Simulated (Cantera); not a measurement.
An isothermal, constant-pressure homogeneous reactor starts with C2H6 : N2 = 1 : 150 (molar parts), at 1725 K and 20.0 Torr. Integrator tolerance rtol = 1e-08.

Detailed kinetics in Cantera: GRI-Mech 3.0 (53 species, 325 reactions). GRI-Mech 3.0 stops at C3 and has no aromatics, soot or wall deposition, so with more carbon than oxygen in the feed, carbon stays in small species such as C2H2 where larger ones or solid carbon would form. Radical loss at walls, strong at low pressure, is not modelled.

| quantity | before | after |
|---|---|---|
| x(C2H6) at 4.00 s | 1.34e-10 (gas-phase equilibrium <1e-12) | 1.20e-7 (gas-phase equilibrium <1e-12) |
| x(C2H) at 4.00 s | 3.48e-7 (gas-phase equilibrium 2.79e-8) | 3.35e-9 (gas-phase equilibrium 4.30e-10) |
| x(HCN) at 4.00 s | 8.99e-5 (gas-phase equilibrium 0.0122) | 2.96e-6 (gas-phase equilibrium 0.0118) |
| x(CH3) at 4.00 s | 3.46e-6 (gas-phase equilibrium 1.75e-8) | 8.45e-6 (gas-phase equilibrium 1.53e-8) |
| x(CH2) at 4.00 s | 3.09e-8 (gas-phase equilibrium 1.85e-10) | 2.63e-9 (gas-phase equilibrium 5.87e-12) |
| x(H2) at 4.00 s | 0.0130 (gas-phase equilibrium 0.0130) | 0.0115 (gas-phase equilibrium 0.0131) |
| x(C2H4) at 4.00 s | 1.07e-7 (gas-phase equilibrium 6.12e-9) | 3.76e-6 (gas-phase equilibrium 1.08e-7) |

Question: Name the change that produced these shifts.
(A) pressure from 20.0 Torr to 1.95 Torr
(B) pressure from 20.0 Torr to 2.25 Torr
(C) C2H6 1 to 3 parts
(D) temperature 1725 to 1448 K

Answer: D, temperature 1725 to 1448 K
